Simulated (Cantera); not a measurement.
An adiabatic, constant-volume homogeneous reactor starts with CH4 : CO : O2 : N2 : H2O = 1 : 0.67 : 1.3 : 3.89 : 0.46 (molar parts), at 1275 K and 101000 Pa. Integrator tolerance rtol = 1e-08.

Cantera simulation using GRI-Mech 3.0 (53 species, 325 reactions); the numbers are that mechanism's predictions, not measurements.

Question: What does this change do: CO 0.67 to 0.42 parts?

Answer: 
```tsv
quantity	before	after
time of steepest temperature rise	27.8 ms	25.2 ms
temperature at 8.00 s	2783 K	2801 K
equilibrium temperature	2783 K	2801 K
x(CH4) at 8.00 s	4.87e-12 (gas-phase equilibrium 5.63e-12)	3.69e-12 (gas-phase equilibrium 4.29e-12)
x(CO) at 8.00 s	0.159 (gas-phase equilibrium 0.159)	0.137 (gas-phase equilibrium 0.137)
x(O2) at 8.00 s	0.000699 (gas-phase equilibrium 0.000699)	0.000904 (gas-phase equilibrium 0.000904)
x(C2H) at 8.00 s	<1e-12 (gas-phase equilibrium <1e-12)	<1e-12 (gas-phase equilibrium <1e-12)
x(CH2CO) at 8.00 s	<1e-12 (gas-phase equilibrium <1e-12)	<1e-12 (gas-phase equilibrium <1e-12)
x(HO2) at 8.00 s	6.69e-7 (gas-phase equilibrium 6.69e-7)	8.67e-7 (gas-phase equilibrium 8.67e-7)
x(NO) at 8.00 s	0.00162 (gas-phase equilibrium 0.00162)	0.00192 (gas-phase equilibrium 0.00192)
```
